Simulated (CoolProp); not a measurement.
Properties of n-decane along the isotherm 620 K.

The numbers come from the reference Helmholtz-energy equation of state, Lemmon 2006 in CoolProp. It is a short technical equation, of lower accuracy than the large ones.

```tsv
p (MPa)	phase	Z	cp (kJ/(kg K))	expansivity (1/kK)	viscosity (µPa s)	fugacity coefficient
1.62	gas	0.6387	3.495	8.210	12.7	0.7362
3.23	supercritical	0.2296	3.791	6.622	59.1	0.4668
4.85	supercritical	0.3152	3.537	3.781	69.9	0.3468
6.47	supercritical	0.4008	3.451	2.882	77.2	0.2881
8.08	supercritical	0.4843	3.405	2.413	83.1	0.2544
9.7	supercritical	0.5666	3.374	2.113	88.3	0.2333
11.3	supercritical	0.6466	3.353	1.905	93.0	0.2196
12.9	supercritical	0.7253	3.337	1.748	97.2	0.2107
14.5	supercritical	0.8029	3.324	1.625	101	0.2049
16.2	supercritical	0.8842	3.313	1.519	105	0.2014
17.8	supercritical	0.9599	3.304	1.437	109	0.1999
19.4	supercritical	1.035	3.297	1.367	112	0.1998
21	supercritical	1.109	3.291	1.307	116	0.2010
```

Viscosity comes from a separate model (Huber 2004).
